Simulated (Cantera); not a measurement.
Cantera run:

```python
import numpy as np
import cantera as ct

gas_names = """
    H2S C2H2,acetylene CH4
""".split()
cond_names = """
    NiS(b) NiS(a) NiS(L) NiS2(s) NiS2(L)
""".split()


# ... load() reads the species with a 1 bar reference pressure and builds the phases ...
species = {s.name: s for s in load("nasa_gas.yaml", gas_names) + load("nasa_condensed.yaml", cond_names)}
# Each term lists the table entries of one substance; the one whose range holds T is used.
reactions = {
    '3 H2S(g) + C2H2(g) + 3 NiS = 2 CH4(g) + 3 NiS2':
        [(-3, ['H2S']), (-1, ['C2H2,acetylene']), (-3, ['NiS(b)', 'NiS(a)', 'NiS(L)']), (2, ['CH4']), (3, ['NiS2(s)', 'NiS2(L)'])],
}


def pick(names, T):
    return next(species[n] for n in names if species[n].thermo.min_temp <= T <= species[n].thermo.max_temp)


results = []
for label, terms in reactions.items():
    print(label)
    print("     T/K   dH/kJ  dS/(J/K)   dG/kJ   log10 K")
    for T in [300, 398, 498, 598, 698, 798, 898, 998, 1098, 1198, 1298]:
        used = [(nu, pick(names, T)) for nu, names in terms]
        dH = sum(nu * s.thermo.h(T) for nu, s in used) / 1e6
        dS = sum(nu * s.thermo.s(T) for nu, s in used) / 1e3
        dG = dH - T * dS / 1e3
        logK = -dG * 1e6 / (ct.gas_constant * T * np.log(10))
        results.append((label, T, dH, dS, dG, logK, [s.name for _, s in used]))
        print(f"{T:8g} {dH:8.1f} {dS:8.1f} {dG:8.1f} {logK:8.2f}")
```

It prints:

```
3 H2S(g) + C2H2(g) + 3 NiS = 2 CH4(g) + 3 NiS2
     T/K   dH/kJ  dS/(J/K)   dG/kJ   log10 K
     300   -446.4   -388.6   -329.9    57.43
     398   -447.2   -390.7   -291.7    38.28
     498   -448.1   -392.7   -252.5    26.48
     598   -448.7   -393.9   -213.2    18.62
     698   -467.9   -423.4   -172.4    12.90
     798   -467.1   -422.3   -130.1     8.52
     898   -466.3   -421.4    -87.9     5.11
     998   -465.5   -420.5    -45.8     2.40
    1098   -464.7   -419.8     -3.8     0.18
    1198   -464.0   -419.1     38.1    -1.66
    1298   -356.9   -337.2     80.8    -3.25
```

Standard-state values (1 bar) from the NASA 1993 polynomials, evaluated with Cantera. Condensed species are held in their standard states even where they would react or evaporate.
